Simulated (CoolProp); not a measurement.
Properties of methane along the isobar 18.3 MPa (Tc = -82.6 °C, pc = 4.599 MPa, ω = 0.011).

Computed with CoolProp (reference Helmholtz-energy equation of state, Setzmann 1991).

```csv
T (°C),phase,Z,cp (kJ/(kg K)),cv (kJ/(kg K)),Prandtl number,fugacity coefficient
-122.15,liquid,0.6057,3.479,1.954,1.64,0.09066
-110.55,liquid,0.5877,3.551,1.921,1.57,0.1341
-98.95,liquid,0.5759,3.642,1.893,1.53,0.1858
-87.35,liquid,0.5703,3.756,1.871,1.50,0.2440
-75.75,supercritical,0.5711,3.893,1.854,1.49,0.3066
-64.15,supercritical,0.5789,4.047,1.844,1.49,0.3715
-52.45,supercritical,0.5949,4.199,1.838,1.48,0.4369
-40.85,supercritical,0.6191,4.304,1.836,1.46,0.4995
-29.25,supercritical,0.6508,4.311,1.835,1.41,0.5582
-17.65,supercritical,0.6874,4.210,1.835,1.34,0.6120
-6.05,supercritical,0.7256,4.037,1.836,1.26,0.6604
5.55,supercritical,0.7626,3.840,1.839,1.19,0.7035
17.15,supercritical,0.7968,3.652,1.845,1.12,0.7417
```

Viscosity comes from a separate model (Quiñones-Cisneros 2006). Thermal conductivity comes from a separate model (Friend 1989).
